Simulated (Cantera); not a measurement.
Charge: 1 mol Si, 0.98 mol Cl2, 0.77 mol H2, at 1100 K and 0.133 bar.

Cantera equilibrium calculation (NASA polynomials, part measured and part estimated; ideal gas, pure solids and liquids). Candidate condensed phases: Si; 19 gas species. The tables' values for SiCl3 are old estimates; treat these amounts as uncertain. The numbers say what is thermodynamically allowed, not how fast it happens.

Base state: H2 0.557, SiCl4 0.319, SiHCl3 0.0608, HCl 0.0431, SiCl3 0.0125, SiCl2 0.00678, SiH2Cl2 0.00139 (mole fractions); condensed: Si(s).

### Question
What changes in the equilibrium state with this change: temperature from 1100 K to 900 K?

### Answer
```csv
species,before,after
H2,0.557,0.581
SiCl4,0.319,0.339
SiHCl3,0.0608,0.0695
HCl,0.0431,0.00805
SiCl3,0.0125,0.00104
SiCl2,0.00678,0.000152
SiH2Cl2,0.00139,0.00135
"Si(s), mol",0.495,0.490
```
